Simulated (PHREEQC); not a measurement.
Consider water at 25 °C with 0.063 mol ZnSO4 and 0.00014 mol NaCl per kg of water. It is in equilibrium with CO2 at log p = -3.4 (atm). Otherwise closed; pH follows from the charge balance.

Model: ion-association model, phreeqc.dat, run in PHREEQC.

Q: The ionic strength comes out as 0.133 mol/kgw. What activity coefficients do ZnHCO3+, Zn+2, Zn(SO4)2-2, ZnOH+, H+ get?

A: ZnHCO3+ 0.77, Zn+2 0.34, Zn(SO4)2-2 0.34, ZnOH+ 0.77, H+ 0.81.

This is a speciation only: nothing precipitates in the calculation. Complexes and solids missing from the database can't appear.
